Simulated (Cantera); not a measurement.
Cantera with NASA thermochemical tables; ideal gases at 1 bar, condensed phases pure. Values are per mole of reaction as written; species without (g) are pure solids or liquids, kept so even where they would boil at 1 bar.

Problem. Between 300 and 1373 K, where is each reaction favourable under standard conditions?
- 2 Cr + 6 NO(g) → 3 N2(g) + 2 CrO3(g)
- N2(g) + 4 Cr2O3 → 4 CrO3(g) + 2 Cr2N

Solution. 
- 2 Cr + 6 NO(g) → 3 N2(g) + 2 CrO3(g): ΔG° is -1072 kJ at 300 K and -839 kJ at 1373 K; it stays negative (K > 1). ΔH° is -1148 kJ and ΔS° -225 J/K at 1373 K.
- N2(g) + 4 Cr2O3 → 4 CrO3(g) + 2 Cr2N: ΔG° is 2913 kJ at 300 K and 2258 kJ at 1373 K; it stays positive (K < 1). ΔH° is 3057 kJ and ΔS° 582 J/K at 1373 K.
